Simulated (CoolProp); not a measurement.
Properties of isopentane along the isotherm 348.6 K.

The numbers come from the reference Helmholtz-energy equation of state, Lemmon 2006 in CoolProp. It is a short technical equation, of lower accuracy than the large ones.

```csv
p (MPa),phase,density (kg/m³),cp (kJ/(kg K)),isothermal compressibility (1/MPa)
0.016,gas,0.3999,___,62.76
0.027,gas,0.6767,1.892,37.29
0.0456,gas,1.148,1.897,22.19
0.077,gas,1.955,1.905,13.25
0.13,gas,3.350,1.920,7.972
0.219,gas,5.791,1.948,4.868
0.37,gas,10.28,___,3.056
0.625,liquid,560.0,___,___
1.05,liquid,561.1,2.561,0.004462
1.78,liquid,562.8,2.552,0.004306
3,liquid,___,2.539,0.004071
5.07,liquid,570.3,2.519,0.003733
```

Task: Some entries are withheld; supply them.

Result: 
- 0.016, cp (kJ/(kg K)): 1.889
- 0.37, cp (kJ/(kg K)): 2.009
- 0.625, cp (kJ/(kg K)): 2.566
- 0.625, isothermal compressibility (1/MPa): 0.004559
- 3, density (kg/m³): 565.7
